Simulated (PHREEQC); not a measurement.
PHREEQC input (ion-association model, wateq4f.dat):

```
SOLUTION_MASTER_SPECIES
  An  An-  0  An  62.0  # stands for a non-complexing anion
SOLUTION_SPECIES
  An- = An-
    -log_k 0
    -gamma 3.0 0
PHASES
  Fix_H+
    H+ = H+
    -log_k 0
SOLUTION 1
  temp 25
  units mmol/kgw
  pH 7 charge
  Na 1
  An 1
END
SELECTED_OUTPUT 1
  -reset false
  -pH true
  -pe true
  -ionic_strength true
  -water true
  -totals Na
  -molalities Hfo_wOH Hfo_wOH2+ Hfo_wO- Hfo_sOH Hfo_sOH2+ Hfo_sO-
USER_PUNCH 1
  -headings sigma psi
  10 PUNCH EDL("sigma", "Hfo"), EDL("psi", "Hfo")
PRINT
  -reset false
USE solution 1
SURFACE 1
  Hfo_wOH 7.64045e-05 600 0.034
  Hfo_sOH 1.91011e-06
EQUILIBRIUM_PHASES 1
  Fix_H+ -3 HAn 10
    -force_equality true
  O2(g) -0.68 10
END
# ... the last block is repeated for the other 16 points of pH, with NaOH or the acid as the point needs
```

Selected output (columns that matter, 16 of 17 rows; pH added in front):

```
pH	mu	Na	m_Hfo_wOH	m_Hfo_wOH2+	m_Hfo_wO-	m_Hfo_sOH	m_Hfo_sOH2+	m_Hfo_sO-	sigma	psi
3	0.0020749	0.001	2.3886e-05	5.2268e-05	2.5007e-07	5.9715e-07	1.3067e-06	6.2516e-09	0.2522	0.23366
3.5	0.0013471	0.001	3.8733e-05	3.6736e-05	9.3558e-07	9.6833e-07	9.1839e-07	2.339e-08	0.17357	0.22556
4	0.001116	0.001	4.8164e-05	2.6213e-05	2.0273e-06	1.2041e-06	6.5533e-07	5.0683e-08	0.11726	0.21025
4.5	0.001041	0.001	5.357e-05	1.9455e-05	3.3793e-06	1.3393e-06	4.8637e-07	8.4482e-08	0.077939	0.19107
5	0.0010157	0.001	5.6424e-05	1.5174e-05	4.8063e-06	1.4106e-06	3.7936e-07	1.2016e-07	0.050268	0.16921
5.5	0.0010066	0.001	5.7767e-05	1.2542e-05	6.0955e-06	1.4442e-06	3.1354e-07	1.5239e-07	0.031253	0.14513
6	0.001003	0.001	5.833e-05	1.0969e-05	7.1054e-06	1.4582e-06	2.7424e-07	1.7764e-07	0.018734	0.11924
6.5	0.0010015	0.001	5.8543e-05	1.0046e-05	7.8152e-06	1.4636e-06	2.5116e-07	1.9538e-07	0.010818	0.092015
7.5	0.0010003	0.001	5.8643e-05	9.1643e-06	8.5968e-06	1.4661e-06	2.2911e-07	2.1492e-07	0.0027513	0.035264
8	0.001001	0.0010009	5.865e-05	8.9248e-06	8.8296e-06	1.4663e-06	2.2312e-07	2.2074e-07	0.00046131	0.0063695
8.5	0.0010035	0.0010036	5.8648e-05	8.7046e-06	9.0522e-06	1.4662e-06	2.1761e-07	2.263e-07	-0.0016853	-0.022568
9	0.0010108	0.0010113	5.8633e-05	8.4343e-06	9.3375e-06	1.4658e-06	2.1086e-07	2.3344e-07	-0.004379	-0.051342
9.5	0.0010337	0.0010346	5.8584e-05	8.0342e-06	9.7863e-06	1.4646e-06	2.0085e-07	2.4466e-07	-0.0084947	-0.079693
10	0.0011056	0.0011072	5.8431e-05	7.3915e-06	1.0582e-05	1.4608e-06	1.8479e-07	2.6454e-07	-0.015468	-0.1072
10.5	0.0013329	0.0013358	5.7923e-05	6.3196e-06	1.2162e-05	1.4481e-06	1.5799e-07	3.0405e-07	-0.028326	-0.13297
11	0.0020587	0.0020645	5.6071e-05	4.5688e-06	1.5764e-05	1.4018e-06	1.1422e-07	3.9411e-07	-0.054279	-0.15505
```

The oxide is taken as insoluble; below pH 4 it would dissolve.
